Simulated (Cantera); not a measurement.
## Thermodynamics of chemical vapour transport, feed Fe3O4 + HCl + N2

A closed system holds: 1 mol Fe3O4, 0.097 mol HCl, 6.3 mol N2, equilibrated at 0.210 bar.

Cantera equilibrium calculation (NASA polynomials, part measured and part estimated; ideal gas, pure solids and liquids). Candidate condensed phases: Fe, FeCl2, FeCl3, FeO, Fe(OH)2, Fe(OH)3, Fe2O3, Fe3O4, H2O, NH4Cl; 37 gas species. Mutual solubility and eutectic melting of coexisting phases are not modelled. Condensed phases not in the tables: FeOCl. The numbers say what is thermodynamically allowed, not how fast it happens.

```json
[
 {"T (°C)": "452", "x N2": "0.985", "x HCl": "0.0143", "x H2O": "0.000418", "x FeCl2": "2.30e-5", "x Cl": "4.37e-11", "x O2": "<1e-12", "x FeCl3": "6.74e-6", "n FeCl2(s)": "0.00245", "n Fe2O3(s)": "0.00259", "n Fe3O4(s)": "0.997"},
 {"T (°C)": "502", "x N2": "0.985", "x HCl": "0.0148", "x H2O": "0.000201", "x FeCl2": "0.000123", "x Cl": "6.52e-10", "x O2": "<1e-12", "x FeCl3": "4.41e-5", "n FeCl2(s)": "0", "n Fe2O3(s)": "0.000719", "n Fe3O4(s)": "0.999"},
 {"T (°C)": "552", "x N2": "0.985", "x HCl": "0.0146", "x H2O": "0.000272", "x FeCl2": "0.000192", "x Cl": "4.24e-9", "x O2": "<1e-12", "x FeCl3": "4.90e-5", "n FeCl2(s)": "0", "n Fe2O3(s)": "0.00111", "n Fe3O4(s)": "0.999"},
 {"T (°C)": "602", "x N2": "0.985", "x HCl": "0.0144", "x H2O": "0.000358", "x FeCl2": "0.000275", "x Cl": "2.21e-8", "x O2": "<1e-12", "x FeCl3": "5.22e-5", "n FeCl2(s)": "0", "n Fe2O3(s)": "0.00162", "n Fe3O4(s)": "0.998"},
 {"T (°C)": "652", "x N2": "0.985", "x HCl": "0.0142", "x H2O": "0.000458", "x FeCl2": "0.000374", "x Cl": "9.61e-8", "x O2": "1.41e-12", "x FeCl3": "5.39e-5", "n FeCl2(s)": "0", "n Fe2O3(s)": "0.00224", "n Fe3O4(s)": "0.998"},
 {"T (°C)": "702", "x N2": "0.985", "x HCl": "0.0140", "x H2O": "0.000571", "x FeCl2": "0.000487", "x Cl": "3.56e-7", "x O2": "3.52e-11", "x FeCl3": "5.43e-5", "n FeCl2(s)": "0", "n Fe2O3(s)": "0.00294", "n Fe3O4(s)": "0.997"},
 {"T (°C)": "752", "x N2": "0.985", "x HCl": "0.0138", "x H2O": "0.000696", "x FeCl2": "0.000612", "x Cl": "1.15e-6", "x O2": "6.30e-10", "x FeCl3": "5.38e-5", "n FeCl2(s)": "0", "n Fe2O3(s)": "0.00372", "n Fe3O4(s)": "0.996"},
 {"T (°C)": "802", "x N2": "0.985", "x HCl": "0.0135", "x H2O": "0.000831", "x FeCl2": "0.000747", "x Cl": "3.33e-6", "x O2": "8.49e-9", "x FeCl3": "5.26e-5", "n FeCl2(s)": "0", "n Fe2O3(s)": "0.00455", "n Fe3O4(s)": "0.995"},
 {"T (°C)": "852", "x N2": "0.985", "x HCl": "0.0132", "x H2O": "0.000974", "x FeCl2": "0.000889", "x Cl": "8.70e-6", "x O2": "8.97e-8", "x FeCl3": "5.09e-5", "n FeCl2(s)": "0", "n Fe2O3(s)": "0.00537", "n Fe3O4(s)": "0.994"},
 {"T (°C)": "902", "x N2": "0.985", "x HCl": "0.0129", "x H2O": "0.00112", "x FeCl2": "0.00103", "x Cl": "2.09e-5", "x O2": "7.70e-7", "x FeCl3": "4.87e-5", "n FeCl2(s)": "0", "n Fe2O3(s)": "0.00609", "n Fe3O4(s)": "0.994"},
 {"T (°C)": "952", "x N2": "0.985", "x HCl": "0.0126", "x H2O": "0.00128", "x FeCl2": "0.00118", "x Cl": "4.65e-5", "x O2": "5.51e-6", "x FeCl3": "4.62e-5", "n FeCl2(s)": "0", "n Fe2O3(s)": "0.00646", "n Fe3O4(s)": "0.993"},
 {"T (°C)": "1002", "x N2": "0.985", "x HCl": "0.0123", "x H2O": "0.00145", "x FeCl2": "0.00131", "x Cl": "9.67e-5", "x O2": "3.36e-5", "x FeCl3": "4.33e-5", "n FeCl2(s)": "0", "n Fe2O3(s)": "0.00556", "n Fe3O4(s)": "0.993"},
 {"T (°C)": "1052", "x N2": "0.985", "x HCl": "0.0119", "x H2O": "0.00162", "x FeCl2": "0.00144", "x Cl": "0.000186", "x O2": "0.000168", "x FeCl3": "3.95e-5", "n FeCl2(s)": "0", "n Fe2O3(s)": "0", "n Fe3O4(s)": "0.997"}
]
```
x: gas mole fraction; n: condensed amount in mol.

At 452 °C the condensed part is FeCl2(s) + Fe2O3(s) + Fe3O4(s). From 502 °C to 1002 °C the condensed part is Fe2O3(s) + Fe3O4(s). At 1052 °C the condensed part is Fe3O4(s). The main Fe-bearing gas is FeCl2 throughout.
